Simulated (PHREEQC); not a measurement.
Consider water at 25 °C with 0.048 mol/kgw Fe(NO3)3. Closed to the air; pH follows from the charge balance.

All values are PHREEQC results (ion-association model, phreeqc.dat), not measurements.

Each row changes one thing in this solution. This is a speciation only: nothing precipitates in the calculation.

| case | pH | ionic strength (mol/kgw) | Fe+3 (mol/kgw) | Fe2(OH)2+4 (mol/kgw) | FeOH+2 (mol/kgw) | Fe3(OH)4+5 (mol/kgw) | SI of Goethite (FeOOH) | SI of Hematite (Fe2O3) |
|---|---|---|---|---|---|---|---|---|
| as made | 1.80 | 0.279 | 0.0285 | 0.00638 | 0.00496 | 0.000583 | +3.91 | +9.83 |
| diluted 10-fold with water | 2.53 | ___ | 0.00164 | 0.000399 | ___ | 4.18e-5 | +5.31 | +12.64 |
| Fe(NO3)3 from 0.048 to 0.072 mol/kgw | 1.70 | 0.420 | 0.0468 | 0.00840 | 0.00627 | 0.000700 | +3.74 | +9.50 |
| 0.0025 mol/kgw Ba(OH)2 added | 1.86 | 0.281 | 0.0262 | 0.00707 | 0.00523 | 0.000779 | +4.05 | +10.11 |
| Fe(NO3)3 from 0.048 to 0.24 mol/kgw | 1.64 | 1.39 | 0.209 | 0.00351 | 0.0236 | 0.000137 | +4.01 | +10.04 |
| temperature from 25 to 90 °C | 1.51 | 0.254 | 0.00857 | 0.0112 | 0.0163 | 0.000121 | ___ | ___ |
| Fe(NO3)3 from 0.048 to 0.0528 mol/kgw | 1.77 | 0.307 | 0.0320 | 0.00687 | 0.00520 | 0.000615 | +3.86 | +9.74 |

Problem. Fill in the missing entries.

Solution. 
- diluted 10-fold with water, ionic strength (mol/kgw): 0.0242
- diluted 10-fold with water, FeOH+2 (mol/kgw): 0.00208
- temperature from 25 to 90 °C, SI of Goethite (FeOOH): +4.33
- temperature from 25 to 90 °C, SI of Hematite (Fe2O3): +10.91

The ionic strength passes 0.7 mol/kgw, the rough limit of the ion-association models, in Fe(NO3)3 from 0.048 to 0.24 mol/kgw. Some of these states are supersaturated (in Hematite (slow to form), Goethite (slow to form), for instance). Constants without temperature data keep their 25 °C values here.
